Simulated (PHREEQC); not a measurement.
Dissolve 0.0011 mol/kgw CuSO4, 0.0014 mol/kgw HNO3 and 0.14 mol/kgw KCl at 48 °C. Closed to the air; pH follows from the charge balance.

Computed with PHREEQC (ion-association model, wateq4f.dat).

```json
[
 {"quantity": "pH", "before": "2.97", "after": "2.95"},
 {"quantity": "Cu+2 (mol/kgw)", "before": "0.000784", "after": "0.000945"},
 {"quantity": "SO4-2 (mol/kgw)", "before": "0.000720", "after": "0.000838"},
 {"quantity": "KSO4- (mol/kgw)", "before": "0.000310", "after": "0.000118"},
 {"quantity": "CuCl+ (mol/kgw)", "before": "0.000288", "after": "0.000105"},
 {"quantity": "HSO4- (mol/kgw)", "before": "5.53e-5", "after": "9.51e-5"},
 {"quantity": "SI of Tenorite (CuO)", "before": "-4.46", "after": "-4.23"},
 {"quantity": "SI of Chalcanthite (CuSO4:5H2O)", "before": "-4.66", "after": "-4.12"}
]
```

Q: Name the change that produced these shifts.
A) temperature from 48 to 75 °C
B) KCl from 0.14 to 0.028 mol/kgw
C) diluted 5-fold with water
D) KCl from 0.14 to 0.014 mol/kgw
E) temperature from 48 to 5 °C

A: B, KCl from 0.14 to 0.028 mol/kgw

Precipitation was switched off in this run. At this temperature some constants are extrapolated from 25 °C, and those without enthalpy data are left unchanged.
